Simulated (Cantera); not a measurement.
A perfectly stirred reactor is fed with 11.8 % CO, 7.29 % H₂, 4.12 % CH₄, 16.1 % O₂, 60.7 % N₂, at 48000 Pa; it is adiabatic with a 800 K inlet, and is followed from long to short residence time, starting on the burning branch (τ in s: 0.24, 0.07, 0.02, 0.0059, 0.0017, 0.00049, 0.00014, 4e-05, 1.2e-05).

Computed with Cantera and GRI-Mech 3.0 (53 species, 325 reactions).

Problem. Predict: blow-out, bracketed by the residence times tried; x(CO) at τ = 0.240 s; x(H₂) at τ = 0.240 s; x(CH₄) at τ = 0.240 s; x(NO) at τ = 0.240 s; x(HO₂) at τ = 0.240 s; x(CO) at τ = 1.70 ms; x(H₂) at τ = 1.70 ms; x(CH₄) at τ = 1.70 ms; x(NO) at τ = 1.70 ms; x(HO₂) at τ = 1.70 ms.

Solution. 
- blow-out, bracketed by the residence times tried: burning at 40.0 µs, out at 12.0 µs
- x(CO) at τ = 0.240 s: 0.0562
- x(H₂) at τ = 0.240 s: 0.0118
- x(CH₄) at τ = 0.240 s: 2.93e-7
- x(NO) at τ = 0.240 s: 0.00449
- x(HO₂) at τ = 0.240 s: 1.60e-6
- x(CO) at τ = 1.70 ms: 0.0725
- x(H₂) at τ = 1.70 ms: 0.0188
- x(CH₄) at τ = 1.70 ms: 2.02e-5
- x(NO) at τ = 1.70 ms: 0.000247
- x(HO₂) at τ = 1.70 ms: 2.68e-6
